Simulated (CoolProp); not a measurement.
Propylene along the isotherm 347.9 K: density (kg/m³) from the reference equation and from simpler models built on Tc = 364.2 K, pc = 45.55 bar, ω = 0.146; each cubic takes its own stable root.

Computed with CoolProp (reference Helmholtz-energy equation of state, Lemmon 2013).

```csv
p (bar),phase,reference
20.7,gas,38.26
41.4,liquid,402.7
62.1,liquid,425.8
82.8,liquid,440.9
104,liquid,452.8
124,liquid,462.1
145,liquid,470.4
166,liquid,477.7
186,liquid,484.0
207,liquid,490.0
228,liquid,495.5
```

Problem. How far does each simpler model (van der Waals, Redlich-Kwong, Soave-Redlich-Kwong, Peng-Robinson) lie from the reference over these 11 states: mean and median of the absolute difference, and the worst?

Solution. 
- van der Waals: mean 27.5 %, median 28.6 %, worst -36.6 % at 347.9 K and 41.4 bar
- Redlich-Kwong: mean 8.7 %, median 8.0 %, worst -17.6 % at 347.9 K and 41.4 bar
- Soave-Redlich-Kwong: mean 8.0 %, median 7.4 %, worst -15.6 % at 347.9 K and 41.4 bar
- Peng-Robinson: mean 3.3 %, median 3.5 %, worst +5.7 % at 347.9 K and 228 bar
